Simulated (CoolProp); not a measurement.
Vapour-liquid equilibrium of dimethyl ether (1) + R236FA (2) at 297.1 K; x and y are mole fractions of (1).

Values from CoolProp's multi-fluid Helmholtz-energy mixture model, Wu 2011 and Pan 2012; pair parameters Bell 2016.

```
x     bubble pressure (kPa)  y at the bubble point  dew pressure at overall composition x (kPa)  liquid density (mol/L)
----  ---------------------  ---------------------  -------------------------------------------  ----------------------
0.05                  264.3                  0.056                                   (withheld)                   9.174
0.15                  270.1                  0.179                                        268.4                   9.606
0.25                  280.3             (withheld)                                        274.9                   10.06
0.35                  296.3                  0.454                                        283.8                   10.55
0.45                  319.7             (withheld)                                        295.8                   11.06
0.55                  351.4                  0.714                                        311.7                   11.59
0.65                  391.6                  0.816                                        333.4              (withheld)
0.75                  439.4                  0.894                                        363.8                   12.76
0.85                  492.3                  0.950                                        410.0              (withheld)
0.95                  546.4                  0.987                                        492.3                   14.05
```

Problem. Some entries are withheld; supply them.

Solution. 
- 0.05, dew pressure at overall composition x (kPa): 264.0
- 0.25, y at the bubble point: 0.314
- 0.45, y at the bubble point: 0.591
- 0.65, liquid density (mol/L): 12.16
- 0.85, liquid density (mol/L): 13.39

No azeotrope shows between x = 0.05 and 0.95.

The pair parameters rest on a limited set of measurements; away from them the model extrapolates.
